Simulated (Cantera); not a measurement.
**Ignition delay**

Mixture: 10.6 % CH₄, 0.340 % C₂H₆, 1.05 % C₃H₈, 18.5 % O₂, 69.5 % N₂, equivalence ratio 1.5, at 320000 Pa, adiabatic and at constant pressure. Ignition delay is the time to a rise of 400 K.

Computed with Cantera and GRI-Mech 3.0 (53 species, 325 reactions).

```csv
T0 (K),delay (ms)
1175,8.14
1275,1.71
1375,0.425
1475,0.133
1575,0.0519
1675,0.0245
```

```json
{
 "apparent activation energy between 1475 and 1675 K": "170 kJ/mol"
}
```
